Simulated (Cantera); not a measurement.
Cantera with NASA thermochemical tables; ideal gases at 1 bar, condensed phases pure. Values are per mole of reaction as written; species without (g) are pure solids or liquids, kept so even where they would boil at 1 bar.

3 O2(g) + 12 CuF2(g) + 8 N(g) = 8 NF3(g) + 6 Cu2O

| T (K) | ΔH° (kJ) | ΔS° (J/K) | ΔG° (kJ) | log10 K | condensed phases |
|---|---|---|---|---|---|
| 400 | -2655.5 | -2405.4 | -1693.4 | 221.13 | Cu2O(s) |
| 600 | -2641.5 | -2378.0 | -1214.7 | 105.75 | Cu2O(s) |
| 800 | (withheld) | (withheld) | (withheld) | (withheld) | Cu2O(s) |
| 1000 | -2584.4 | -2306.6 | -277.8 | 14.51 | Cu2O(s) |
| 1200 | -2545.5 | -2271.3 | 180.0 | -7.84 | Cu2O(s) |
| 1400 | (withheld) | (withheld) | (withheld) | (withheld) | Cu2O(s) |
| 1600 | -2053.3 | -1941.3 | 1052.7 | -34.37 | Cu2O(l) |
| 1800 | (withheld) | (withheld) | (withheld) | (withheld) | Cu2O(l) |

Task: What belongs in the gaps?

Result: 
- 800, ΔH° (kJ): -2616.7
- 800, ΔS° (J/K): -2342.5
- 800, ΔG° (kJ): -742.7
- 800, log10 K: 48.49
- 1400, ΔH° (kJ): -2498.6
- 1400, ΔS° (J/K): -2235.2
- 1400, ΔG° (kJ): 630.7
- 1400, log10 K: -23.53
- 1800, ΔH° (kJ): -1992.8
- 1800, ΔS° (J/K): -1905.6
- 1800, ΔG° (kJ): 1437.3
- 1800, log10 K: -41.71
